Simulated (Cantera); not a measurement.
A Cantera script and its output.

```python
import numpy as np
import cantera as ct

gas = ct.Solution("gri30.yaml")
gas.TPX = 1925, 16000, {'C3H8': 1, 'H2': 69}
reactor = ct.IdealGasConstPressureReactor(gas, energy="off", clone=False)
net = ct.ReactorNet([reactor])
net.rtol, net.atol = 1e-08, 1e-18
show = ['C3H8', 'H2', 'C2H', 'C2H6', 'C2H4', 'H']
times = np.geomspace(2e-05, 40, 9)

steps = ct.SolutionArray(gas, extra=["t"])
rows = []
print(f"{'t/s':>10s}{'T/K':>9s}{'P/Pa':>11s}" + "".join(f"{s:>11s}" for s in show))
for t in times:
    while net.time < t:
        t_next = net.step()
        steps.append(gas.state, t=t_next)
    rows.append([np.interp(t, steps.t, y) for y in (steps.T, steps.P, *steps(*show).X.T)])
    print(f"{t:10.3e}{rows[-1][0]:9.1f}{rows[-1][1]:11.4g}" + "".join(f"{x:11.3e}" for x in rows[-1][2:]))
rate = np.gradient(steps.T, steps.t)
print("integrator steps:", len(steps.t))
if steps.T.max() > steps.T[0] + 200:
    print(f"time of steepest temperature rise: {steps.t[rate.argmax()]:.4e} s")
gas.TPX = 1925, 16000, {'C3H8': 1, 'H2': 69}
gas.equilibrate("TP")
print(f"equilibrium (TP): T = {gas.T:.1f} K  " + "  ".join(f"{s} {gas[s].X[0]:.3e}" for s in show))
```

Output:

```
       t/s      T/K       P/Pa       C3H8         H2        C2H       C2H6       C2H4          H
 2.000e-05   1925.0    1.6e+04  9.046e-05  9.620e-01  3.191e-07  8.635e-05  7.535e-03  7.122e-03
 1.226e-04   1925.0    1.6e+04  1.646e-09  9.647e-01  7.087e-07  6.208e-06  7.224e-04  4.592e-03
 7.521e-04   1925.0    1.6e+04  5.637e-10  9.672e-01  4.897e-07  3.170e-06  7.562e-05  2.817e-03
 4.612e-03   1925.0    1.6e+04  2.011e-10  9.695e-01  4.387e-07  1.623e-06  5.223e-05  2.233e-03
 2.828e-02   1925.0    1.6e+04  2.560e-11  9.733e-01  5.747e-07  4.067e-07  3.509e-05  2.302e-03
 1.734e-01   1925.0    1.6e+04  5.017e-13  9.762e-01  6.820e-07  2.517e-08  3.220e-05  2.365e-03
 1.064e+00   1925.0    1.6e+04  6.058e-14  9.768e-01  7.053e-07  3.810e-09  3.271e-05  2.379e-03
 6.523e+00   1925.0    1.6e+04  5.698e-14  9.768e-01  7.058e-07  3.590e-09  3.272e-05  2.379e-03
 4.000e+01   1925.0    1.6e+04  5.698e-14  9.768e-01  7.058e-07  3.590e-09  3.272e-05  2.379e-03
integrator steps: 1258
equilibrium (TP): T = 1925.0 K  C3H8 5.699e-14  H2 9.768e-01  C2H 7.058e-07  C2H6 3.591e-09  C2H4 3.272e-05  H 2.379e-03
```

Detailed kinetics in Cantera: GRI-Mech 3.0 (53 species, 325 reactions). GRI-Mech 3.0 was tuned for natural gas; its chemistry of propane as a main component is partial and can be far from experiment. GRI-Mech 3.0 stops at C3 and has no aromatics, soot or wall deposition, so with more carbon than oxygen in the feed, carbon stays in small species such as C2H2 where larger ones or solid carbon would form.
